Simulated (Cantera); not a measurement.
Standard-state values (1 bar) from the NASA 1993 polynomials, evaluated with Cantera. Values are per mole of reaction as written; species without (g) are pure solids or liquids, kept so even where they would boil at 1 bar. ZrN: taken at fixed stoichiometry.

3 NO2(g) + 3 ZrO2(g) ⇌ 4 O3(g) + 3 ZrN

```
T (K)  ΔH° (kJ)  ΔS° (J/K)  ΔG° (kJ)  log10 K
-----  --------  ---------  --------  -------
300       227.5     -468.8     368.1   -64.09
823           ?          ?         ?        ?
1023      261.7     -413.5     684.7   -34.96
1223      272.3     -404.1     766.4   -32.73
1423          ?          ?         ?        ?
1623      296.7     -386.9     924.7   -29.76
1823          ?          ?         ?        ?
```

Q: Fill in the missing entries.

A: 
- 823, ΔH° (kJ): 251.2
- 823, ΔS° (J/K): -424.9
- 823, ΔG° (kJ): 600.9
- 823, log10 K: -38.14
- 1423, ΔH° (kJ): 283.4
- 1423, ΔS° (J/K): -395.6
- 1423, ΔG° (kJ): 846.4
- 1423, log10 K: -31.07
- 1823, ΔH° (kJ): 312.9
- 1823, ΔS° (J/K): -377.5
- 1823, ΔG° (kJ): 1001.1
- 1823, log10 K: -28.68
